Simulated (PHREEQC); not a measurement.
Solution (20 °C): 0.0051 mol HNO3 per kg of water. Closed to the air; pH follows from the charge balance.

Equilibrium calculation in PHREEQC: ion-association model, phreeqc.dat.

```csv
quantity,before,after
pH,2.32,7.07
ionic strength (mol/kgw),0.00510,0.0153
```

**Question.** What was changed between the two runs?
(A) temperature from 20 to 50 °C
(B) 0.0018 mol/kgw KCl added
(C) HNO3 replaced by Sr(NO3)2 at the same molality
(D) HNO3 from 0.0051 to 0.00459 mol/kgw
(E) temperature from 20 to 5 °C

**Answer.** C, HNO3 replaced by Sr(NO3)2 at the same molality

No solid was allowed to form.
